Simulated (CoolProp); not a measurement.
Values from CoolProp's reference Helmholtz-energy equation of state, de Vries 1995.

Q: For R124, give the phase and the cv (kJ/(kg K)) at 275.5 K and 0.101 MPa; 317.6 K and 0.101 MPa.

A: 
- 275.5 K and 0.101 MPa: gas; cv 0.644
- 317.6 K and 0.101 MPa: gas; cv 0.697
